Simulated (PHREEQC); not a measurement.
## Acid mine or pickling water: an equilibrium model

Model water analysis in mg/kgw, 25 °C, pH 3.41, pe 9.8:

| constituent | mg/kgw |
|---|---|
| Na | 40.2 |
| K | 2.02 |
| Ca | 84.7 |
| Mg | 20.1 |
| Cl | 62.3 |
| S(6) as SO4 | 360 |
| Cd | 3.14 |
| Fe(3) | 14.6 |
| Li | 0.133 |

Valence states are taken as typed.

Model: ion-association model, wateq4f.dat, run in PHREEQC.

The ionic strength is 0.0130 mol/kgw and the total alkalinity is -0.814 meq/kg. The charge-balance error is -2.8 %.

```tsv
species	molality	activity	log γ
SO4-2	0.00296	0.00188	-0.197
Cl-	0.00176	0.00156	-0.051
Na+	0.00173	0.00154	-0.050
Ca+2	0.00170	0.00109	-0.194
Mg+2	0.000644	0.000416	-0.190
H+	0.000430	0.000389	-0.044
CaSO4	0.000408	0.000409	0.001
MgSO4	0.000183	0.000183	0.001
FeOH+2	9.90e-5	6.30e-5	-0.196
FeSO4+	8.77e-5	7.83e-5	-0.049
HSO4-	7.98e-5	7.11e-5	-0.050
Fe(OH)2+	6.00e-5	5.36e-5	-0.048
K+	5.10e-5	4.53e-5	-0.051
Cd+2	1.92e-5	1.21e-5	-0.201
Li+	1.90e-5	1.70e-5	-0.048
```

Precipitation was switched off in this run. The solution is supersaturated, for example in Jarosite-K, Jarosite-Na, so a real one may precipitate; this is no full list.
